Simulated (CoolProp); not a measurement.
Ammonia along the isotherm 441.6 K: Z from the reference equation and from simpler models built on Tc = 405.6 K, pc = 11.36 MPa, ω = 0.256; each cubic takes its own stable root.

Values from CoolProp's reference Helmholtz-energy equation of state, Gao 2020.

| p (MPa) | phase | reference |
|---|---|---|
| 3.16 | gas | 0.9211 |
| 6.31 | gas | 0.8344 |
| 9.47 | gas | 0.7367 |
| 12.6 | supercritical | 0.6252 |
| 15.8 | supercritical | 0.4926 |
| 18.9 | supercritical | 0.3786 |
| 22.1 | supercritical | 0.3417 |
| 25.3 | supercritical | 0.3464 |
| 28.4 | supercritical | 0.3623 |

**Question.** How far does each simpler model (van der Waals, Redlich-Kwong, Soave-Redlich-Kwong, Peng-Robinson) lie from the reference over these 9 states: mean and median of the absolute difference, and the worst?

**Answer.** 
- van der Waals: mean 15.5 %, median 8.5 %, worst +43.6 % at 441.6 K and 28.4 MPa
- Redlich-Kwong: mean 9.4 %, median 0.7 %, worst +25.7 % at 441.6 K and 28.4 MPa
- Soave-Redlich-Kwong: mean 15.9 %, median 11.4 %, worst +32.8 % at 441.6 K and 25.3 MPa
- Peng-Robinson: mean 9.9 %, median 5.2 %, worst +22.3 % at 441.6 K and 22.1 MPa
